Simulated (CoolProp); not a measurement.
Computed with CoolProp (reference Helmholtz-energy equation of state, Guder 2009).

**Question.** For sulfur hexafluoride, give the phase and the isothermal compressibility (1/MPa), Prandtl number at 219.85 °C and 48.3 bar.

**Answer.** 
- 219.85 °C and 48.3 bar: supercritical; isothermal compressibility 0.221, Prandtl number 0.768

Viscosity comes from a separate model (Quiñones-Cisneros 2012). Thermal conductivity comes from a separate model (Assael 2012).
